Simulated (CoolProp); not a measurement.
Computed with CoolProp (reference Helmholtz-energy equation of state, Wagner 2002).

Task: Give the vapour pressure (bar), liquid density (kg/m³), vapour density (kg/m³), vapour viscosity (µPa s) of saturated water at 253.05, 270.85, 288.65 °C.

Result: 
| T (°C) | p (bar) | liquid density (kg/m³) | vapour density (kg/m³) | vapour viscosity (µPa s) |
|---|---|---|---|---|
| 253.05 | 41.9 | 794 | 21.0 | 17.5 |
| 270.85 | 55.8 | 766 | 28.5 | 18.2 |
| 288.65 | 73.0 | 734 | 38.3 | 19.0 |

Viscosity comes from a separate model (Huber 2009).
